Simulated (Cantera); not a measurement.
An adiabatic, constant-volume homogeneous reactor starts with 10.4 % CH4, 18.8 % O2, 70.8 % N2, at 1498 K and 9.87 atm.

Model: GRI-Mech 3.0 (53 species, 325 reactions), integrated in Cantera. Above 3000 K some thermodynamic fits are extrapolated.

One state of this run: T (K) = 1534; P (bar) = 10.2; x CH4 = 0.0969; x O2 = 0.184; x NO2 = 2.19e-12; x C2H = 1.55e-12; x C2H6 = 0.00114; x H2 = 0.00136. x: mole fraction; the columns are a selection and need not sum to one.

Problem. Which value of t (s) does it belong to?
A) 0.000140
B) 5.00
C) 7.00e-6
D) 0.0559

Solution. A, 0.000140
